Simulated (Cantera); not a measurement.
Input: 1 mol BF3, 0.27 mol N2, 0.23 mol O2, equilibrated at 925 °C and 1330 Pa.

Cantera equilibrium calculation (NASA polynomials, part measured and part estimated; ideal gas, pure solids and liquids). Candidate condensed phases: B, BN, B2O3; 31 gas species. The numbers say what is thermodynamically allowed, not how fast it happens.

Question: What is the equilibrium state?

Answer: 
```json
{
  "x(BF3)": "0.667",
  "x(N2)": "0.180",
  "x(O2)": "0.153",
  "x(NO)": "7.87e-5",
  "x(F)": "1.60e-6",
  "gas_amount": "1.500 mol",
  "log10 activity of B(s) (absent)": "-26.29"
}
```
